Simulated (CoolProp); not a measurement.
The fluid at 285.75 K and 14.2 MPa is throttled through a valve to 1.92 MPa with no heat exchange. The same conditions are run with several fluids, on thermodynamics alone (safety and materials aside).

Model: reference Helmholtz-energy equation of state of each fluid (propylene: Lemmon 2013; decamethylcyclopentasiloxane (D5): Thol 2019; R124: de Vries 1995; ethanol: Schroeder 2014; toluene: Lemmon 2006), in CoolProp.

```tsv
fluid	temperature change (K)	final density (kg/m³)
propylene	+2.4	526
decamethylcyclopentasiloxane (D5)	+5.2	964
R124	+3.2	1390
ethanol	+4.6	793
toluene	+5.9	870
```
